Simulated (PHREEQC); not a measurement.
# Nickel, zinc or cadmium bath

Consider water at 5 °C with 0.95 mmol/kgw NiCl2, 0.74 mmol/kgw NaCl and 0.32 mmol/kgw MnSO4. Closed to the air; pH follows from the charge balance.

All values are PHREEQC results (ion-association model, wateq4f.dat), not measurements.

The pH is 6.80 and the ionic strength is 0.00473 mol/kgw.

```csv
species,molality,activity,log γ
Cl-,0.00263,0.00245,-0.031
Ni+2,0.000921,0.000691,-0.124
Na+,0.000739,0.000689,-0.031
Mn+2,0.000311,0.000236,-0.120
SO4-2,0.000289,0.000218,-0.122
NiSO4,2.44e-5,2.44e-5,0.000
MnSO4,6.07e-6,6.08e-6,0.000
NiCl+,4.57e-6,4.25e-6,-0.031
```

This is a speciation only: nothing precipitates in the calculation. Species that the database lacks are ignored. In wateq4f.dat the enthalpy of Ni(OH)2 has the wrong sign, so its saturation index can't be trusted away from 25 °C. At this temperature some constants are extrapolated from 25 °C, and those without enthalpy data are left unchanged.
